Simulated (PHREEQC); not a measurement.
1 kg of water holding 0.023 mol/kgw KCl, 0.0054 mol/kgw MgBr2 and 0.00056 mol/kgw CaSO4 is evaporated at 20 °C; the solids stay in contact with the brine. CO2 from the air is kept out. Only these solids could form: Arcanite, Bischofite, Brucite, Carnallite, Epsomite, Gypsum, Anhydrite, Hexahydrite, Kainite, Kieserite, Leonite, Misenite, Polyhalite, Portlandite, Schoenite, Sylvite, Syngenite, MgCl2_4H2O.

All values are PHREEQC results (Pitzer model, pitzer.dat), not measurements.

```json
[
 {"water left (kg)": "1", "ionic strength": "0.0414", "water activity": "0.999", "Sylvite (mol)": "0", "Gypsum (mol)": "0", "Br in solution (mol/kgw)": "0.0108", "Mg in solution (mol/kgw)": "0.00540"},
 {"water left (kg)": "0.8219", "ionic strength": "0.0504", "water activity": "0.999", "Sylvite (mol)": "0", "Gypsum (mol)": "0", "Br in solution (mol/kgw)": "0.0131", "Mg in solution (mol/kgw)": "0.00657"},
 {"water left (kg)": "0.5552", "ionic strength": "0.0746", "water activity": "0.998", "Sylvite (mol)": "0", "Gypsum (mol)": "0", "Br in solution (mol/kgw)": "0.0195", "Mg in solution (mol/kgw)": "0.00973"},
 {"water left (kg)": "0.4563", "ionic strength": "0.0908", "water activity": "0.998", "Sylvite (mol)": "0", "Gypsum (mol)": "0", "Br in solution (mol/kgw)": "0.0237", "Mg in solution (mol/kgw)": "0.0118"},
 {"water left (kg)": "0.3082", "ionic strength": "…", "water activity": "0.997", "Sylvite (mol)": "0", "Gypsum (mol)": "0", "Br in solution (mol/kgw)": "0.0350", "Mg in solution (mol/kgw)": "0.0175"},
 {"water left (kg)": "0.2533", "ionic strength": "0.164", "water activity": "0.996", "Sylvite (mol)": "0", "Gypsum (mol)": "0", "Br in solution (mol/kgw)": "0.0426", "Mg in solution (mol/kgw)": "0.0213"},
 {"water left (kg)": "0.1711", "ionic strength": "0.242", "water activity": "…", "Sylvite (mol)": "0", "Gypsum (mol)": "0", "Br in solution (mol/kgw)": "0.0631", "Mg in solution (mol/kgw)": "0.0316"},
 {"water left (kg)": "0.1407", "ionic strength": "0.295", "water activity": "0.993", "Sylvite (mol)": "0", "Gypsum (mol)": "0", "Br in solution (mol/kgw)": "0.0768", "Mg in solution (mol/kgw)": "0.0384"},
 {"water left (kg)": "0.1156", "ionic strength": "0.358", "water activity": "0.991", "Sylvite (mol)": "0", "Gypsum (mol)": "0", "Br in solution (mol/kgw)": "0.0934", "Mg in solution (mol/kgw)": "0.0467"},
 {"water left (kg)": "0.07809", "ionic strength": "0.531", "water activity": "0.987", "Sylvite (mol)": "0", "Gypsum (mol)": "0", "Br in solution (mol/kgw)": "0.138", "Mg in solution (mol/kgw)": "0.0692"},
 {"water left (kg)": "0.06418", "ionic strength": "0.646", "water activity": "0.984", "Sylvite (mol)": "0", "Gypsum (mol)": "0", "Br in solution (mol/kgw)": "0.168", "Mg in solution (mol/kgw)": "0.0841"},
 {"water left (kg)": "0.04335", "ionic strength": "0.956", "water activity": "0.977", "Sylvite (mol)": "0", "Gypsum (mol)": "0", "Br in solution (mol/kgw)": "0.249", "Mg in solution (mol/kgw)": "0.125"},
 {"water left (kg)": "0.03564", "ionic strength": "1.16", "water activity": "0.971", "Sylvite (mol)": "0", "Gypsum (mol)": "0", "Br in solution (mol/kgw)": "0.303", "Mg in solution (mol/kgw)": "0.152"},
 {"water left (kg)": "0.0293", "ionic strength": "1.41", "water activity": "0.965", "Sylvite (mol)": "0", "Gypsum (mol)": "0", "Br in solution (mol/kgw)": "0.369", "Mg in solution (mol/kgw)": "0.184"},
 {"water left (kg)": "0.01979", "ionic strength": "…", "water activity": "0.947", "Sylvite (mol)": "0", "Gypsum (mol)": "0", "Br in solution (mol/kgw)": "0.546", "Mg in solution (mol/kgw)": "0.273"},
 {"water left (kg)": "0.01627", "ionic strength": "2.55", "water activity": "0.935", "Sylvite (mol)": "0", "Gypsum (mol)": "0", "Br in solution (mol/kgw)": "0.664", "Mg in solution (mol/kgw)": "0.332"},
 {"water left (kg)": "0.01099", "ionic strength": "…", "water activity": "…", "Sylvite (mol)": "0", "Gypsum (mol)": "0", "Br in solution (mol/kgw)": "0.982", "Mg in solution (mol/kgw)": "0.491"},
 {"water left (kg)": "0.00903", "ionic strength": "4.59", "water activity": "0.873", "Sylvite (mol)": "0", "Gypsum (mol)": "0", "Br in solution (mol/kgw)": "1.20", "Mg in solution (mol/kgw)": "0.598"},
 {"water left (kg)": "0.006088", "ionic strength": "6.71", "water activity": "…", "Sylvite (mol)": "0", "Gypsum (mol)": "0.000143", "Br in solution (mol/kgw)": "1.77", "Mg in solution (mol/kgw)": "0.887"},
 {"water left (kg)": "0.005004", "ionic strength": "7.24", "water activity": "0.779", "Sylvite (mol)": "0.00427", "Gypsum (mol)": "0.000241", "Br in solution (mol/kgw)": "2.16", "Mg in solution (mol/kgw)": "1.08"}
]
```

Question: Some entries are withheld; supply them.

Answer: 
- 0.3082, ionic strength: 0.134
- 0.1711, water activity: 0.994
- 0.01979, ionic strength: 2.09
- 0.01099, ionic strength: 3.77
- 0.01099, water activity: 0.899
- 0.006088, water activity: 0.799
